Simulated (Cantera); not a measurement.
Charge: 1 mol Si₂H₆, a varied amount of CO₂, 53 mol H₂, held at 948.15 K and 0.133 bar.

Method: chemical equilibrium by Gibbs-energy minimisation in Cantera with the NASA 1993 tables (ideal gas, pure condensed phases). Candidate condensed phases: C, C₆H₆, C₇H₈, C₈H₁₈, H₂O, Si, SiC, SiO₂; 123 gas species. The feed counts by its element totals alone. Equilibrium is a limit: real reactors are often held back by kinetics, nucleation or transport.

### Question
At 4.8 mol CO₂, list the 5 most abundant gas species with their mole fractions, and the condensed phases.

### Answer
H₂ 0.901, CO 0.0696, H₂O 0.0187, CH₄ 0.00799, CO₂ 0.00262. Condensed: SiO₂(β-quartz).
